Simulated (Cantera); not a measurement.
A perfectly stirred reactor is fed with C3H8 : H2 = 1 : 3.2 (molar parts), at 60.0 Torr; it is held at 1575 K, and followed from long to short residence time.

Model: GRI-Mech 3.0 (53 species, 325 reactions), integrated in Cantera. GRI-Mech 3.0 was tuned for natural gas; its chemistry of propane as a main component is partial and can be far from experiment. GRI-Mech 3.0 stops at C3 and has no aromatics, soot or wall deposition, so with more carbon than oxygen in the feed, carbon stays in small species such as C2H2 where larger ones or solid carbon would form.

Q: What does this change do: C3H8 1 to 2.5 parts?

A: 
```tsv
quantity	before	after
x(C3H8) at τ = 5.70 s	6.27e-6	8.80e-6
x(H2) at τ = 5.70 s	0.764	0.682
x(H) at τ = 5.70 s	0.000169	0.000165
x(C2H4) at τ = 5.70 s	0.00190	0.00241
x(CH3) at τ = 5.70 s	0.000170	0.000205
x(C3H8) at τ = 72.0 ms	0.000320	0.000473
x(H2) at τ = 72.0 ms	0.716	0.615
x(H) at τ = 72.0 ms	0.000390	0.000360
x(C2H4) at τ = 72.0 ms	0.00913	0.0131
x(CH3) at τ = 72.0 ms	0.00115	0.00147
```

Q: What does this change do: temperature 1575 to 2000 K?

A: 
```json
[
 {"quantity": "x(C3H8) at τ = 5.70 s", "before": "6.27e-6", "after": "1.39e-7"},
 {"quantity": "x(H2) at τ = 5.70 s", "before": "0.764", "after": "0.786"},
 {"quantity": "x(H) at τ = 5.70 s", "before": "0.000169", "after": "0.00509"},
 {"quantity": "x(C2H4) at τ = 5.70 s", "before": "0.00190", "after": "8.97e-5"},
 {"quantity": "x(CH3) at τ = 5.70 s", "before": "0.000170", "after": "0.000216"},
 {"quantity": "x(C3H8) at τ = 72.0 ms", "before": "0.000320", "after": "1.19e-5"},
 {"quantity": "x(H2) at τ = 72.0 ms", "before": "0.716", "after": "0.775"},
 {"quantity": "x(H) at τ = 72.0 ms", "before": "0.000390", "after": "0.00461"},
 {"quantity": "x(C2H4) at τ = 72.0 ms", "before": "0.00913", "after": "0.000281"},
 {"quantity": "x(CH3) at τ = 72.0 ms", "before": "0.00115", "after": "0.00193"}
]
```
